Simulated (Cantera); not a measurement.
A Cantera script and its output.

```python
import numpy as np
import cantera as ct

gas = ct.Solution("h2o2.yaml")
gas.TPX = 423, 13000, {'H2': 1, 'O2': 0.909, 'N2': 3.42, 'H2O': 0.27}
flame = ct.FreeFlame(gas, width=0.17)
flame.set_refine_criteria(ratio=3, slope=0.08, curve=0.16)
flame.transport_model = "mixture-averaged"
flame.solve(loglevel=0, auto=True)
flame.transport_model = "multicomponent"
flame.soret_enabled = True
flame.solve(loglevel=0, refine_grid=True)
z, T = flame.grid, flame.T
thick = (T[-1] - T[0]) / np.gradient(T, z).max()
show = ['H2', 'O2', 'H2O', 'HO2', 'H', 'OH']
print(f"laminar burning velocity  {flame.velocity[0] * 100:.3f} cm/s")
print(f"burnt temperature         {T[-1]:.1f} K")
print(f"thermal thickness         {thick * 1e3:.4f} mm")
print(f"grid points               {len(z)}")
z0 = z[flame.heat_release_rate.argmax()]
print(f"{'z/mm':>9s}{'T/K':>9s}{'u/(m/s)':>9s}" + "".join(f"{s:>11s}" for s in show))
rows = []
for k in (-3, -2, -1.5, -1, -0.5, -0.25, 0, 0.25, 0.5, 1, 2, 4, 8):
    zz = z0 + k * thick
    rows.append([k * thick, np.interp(zz, z, T), np.interp(zz, z, flame.velocity),
                 *(np.interp(zz, z, flame.X[gas.species_index(s)]) for s in show)])
    print(f"{rows[-1][0] * 1e3:9.3f}{rows[-1][1]:9.1f}{rows[-1][2]:9.3f}" + "".join(f"{x:11.3e}" for x in rows[-1][3:]))
```

Result:

```
laminar burning velocity  148.301 cm/s
burnt temperature         1742.4 K
thermal thickness         4.8574 mm
grid points               107
     z/mm      T/K  u/(m/s)         H2         O2        H2O        HO2          H         OH
  -14.572    423.0    1.483  1.786e-01  1.624e-01  4.822e-02  2.645e-12  1.159e-15  1.054e-15
   -9.715    423.0    1.483  1.786e-01  1.624e-01  4.823e-02  2.080e-10  9.080e-14  8.084e-14
   -7.286    423.0    1.483  1.783e-01  1.624e-01  4.824e-02  6.001e-09  2.139e-12  1.710e-12
   -4.857    423.2    1.480  1.764e-01  1.628e-01  4.836e-02  6.196e-07  1.673e-09  2.419e-10
   -2.429    457.4    1.562  1.536e-01  1.663e-01  5.177e-02  1.088e-04  6.207e-05  5.420e-05
   -1.214    682.2    2.274  1.176e-01  1.601e-01  7.592e-02  6.179e-05  2.827e-03  4.408e-04
    0.000   1001.3    3.288  6.257e-02  1.317e-01  1.362e-01  2.647e-05  1.385e-02  1.427e-03
    1.214   1223.8    4.005  2.242e-02  9.861e-02  1.928e-01  1.514e-05  2.033e-02  4.048e-03
    2.429   1341.5    4.378  1.244e-02  8.782e-02  2.112e-01  1.130e-05  1.775e-02  5.677e-03
    4.857   1462.0    4.747  9.498e-03  8.384e-02  2.209e-01  8.535e-06  1.157e-02  6.890e-03
    9.715   1570.6    5.069  6.919e-03  8.183e-02  2.291e-01  6.207e-06  5.996e-03  7.200e-03
   19.430   1653.1    5.309  4.100e-03  8.085e-02  2.362e-01  4.065e-06  2.405e-03  6.355e-03
   38.859   1704.9    5.456  1.914e-03  8.070e-02  2.413e-01  2.229e-06  7.113e-04  4.712e-03
```

Model: the H2/O2 subset of GRI-Mech 3.0, which has no nitrogen chemistry, integrated in Cantera. Burning velocities carry a grid error of a few per cent, more on coarse grids. Lean hydrogen flames are cellular in practice and burn faster than this planar one.
